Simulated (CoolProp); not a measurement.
A Linde-Hampson liquefier for dry air: isothermal reversible compression at 290 K from 1 atm to 30 MPa, throttling to 1 atm, return gas leaving the recuperator 5 K below the feed. Each further row changes one setting.

The numbers come from the reference Helmholtz-energy equation of state, Lemmon 2000 in CoolProp. It is a pseudo-pure fit of the blend.

| case | liquid yield per pass | compression work (kJ/kg of gas) |
|---|---|---|
| as stated | 0.098 | 473 |
| high pressure 60 MPa | 0.097 | 545 |
| warm-end temperature 320 K | 0.071 | 526 |
| warm-end gap 10 K | 0.087 | 473 |
